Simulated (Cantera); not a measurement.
Feed: 1 mol Cu₂O, 2.3 mol C, 0.13 mol CO, at 3.40 bar.

Method: chemical equilibrium by Gibbs-energy minimisation in Cantera with the NASA 1993 tables (ideal gas, pure condensed phases). Candidate condensed phases: C, Cu, CuO, Cu₂O; 15 gas species. The numbers say what is thermodynamically allowed, not how fast it happens.

log p: log10 of the partial pressure in bar; n: condensed amount in mol.

```
T (K)  log p CO  log p Cu  log p Cu₂  log p CO₂  log p C₃  log p C₂O  n C(graphite)  n Cu(l)
-----  --------  --------  ---------  ---------  --------  ---------  -------------  -------
2223       0.53     -1.56      -3.65      -3.95     -8.42      -7.12           1.30     1.99
2298       0.53     -1.32      -3.33      -4.07     -7.79      -6.81           1.30     1.98
2373       0.52       [?]        [?]        [?]       [?]        [?]           1.30     1.97
2448       0.51       [?]        [?]        [?]       [?]        [?]           1.30     1.96
2523       0.51     -0.71      -2.50      -4.43     -6.15      -6.01           1.30     1.93
2598       0.49     -0.53      -2.25      -4.54     -5.67      -5.78           1.30     1.89
2673       0.47     -0.35      -2.02      -4.67     -5.21      -5.58           1.30     1.82
```

### Question
What belongs in the gaps?

### Answer

- 2373, log p Cu: -1.10
- 2373, log p Cu₂: -3.03
- 2373, log p CO₂: -4.19
- 2373, log p C₃: -7.21
- 2373, log p C₂O: -6.52
- 2448, log p Cu: -0.90
- 2448, log p Cu₂: -2.76
- 2448, log p CO₂: -4.31
- 2448, log p C₃: -6.66
- 2448, log p C₂O: -6.26
